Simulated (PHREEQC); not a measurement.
A solution holds 2.7 mmol/kgw HNO3, 1.4 mmol/kgw ZnSO4 and 7.2 mmol/kgw CuCl2, at 25 °C. Closed to the air; pH follows from the charge balance.

Computed with PHREEQC (ion-association model, wateq4f.dat).

Q: The ionic strength comes out as 0.0276 mol/kgw. What activity coefficients do SO4-2, HSO4-, Cl-, ZnCl+, CuCl+ get?

A: SO4-2 0.54, HSO4- 0.86, Cl- 0.85, ZnCl+ 0.85, CuCl+ 0.85.

Precipitation was switched off in this run.
